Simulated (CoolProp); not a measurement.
A single-stage vapour-compression cycle with the fluid: evaporating at 269.15 K (dew point), condensing at 325.15 K (bubble point), superheat 10 K, subcooling 2 K, compressor efficiency 0.8, no pressure losses. The same conditions are run with several fluids, on thermodynamics alone (safety and materials aside).

Values from CoolProp's reference Helmholtz-energy equation of state of each fluid (vinyl chloride: Thol 2022; R245ca: Zhou 2016; R365MFC: Lemmon 2016; R227EA: Lemmon 2016; carbonyl sulfide: Lemmon 2006; isobutane: Bücker 2006).

```csv
fluid,cooling COP,pressure ratio,discharge temperature (K),refrigerating effect (kJ/kg),volumetric capacity (kJ/m³)
vinyl chloride,3.17,5.50,381.0,273,1140
R245ca,3.07,9.16,338.6,154,254
R365MFC,3.04,10.1,329.9,143,139
R227EA,(withheld),5.75,326.5,70.5,922
carbonyl sulfide,(withheld),4.11,(withheld),207,3380
isobutane,2.96,5.29,336.9,243,866
```

Question: Some entries are withheld; supply them.

Answer: 
- R227EA, cooling COP: 2.55
- carbonyl sulfide, cooling COP: 2.93
- carbonyl sulfide, discharge temperature (K): 392.7
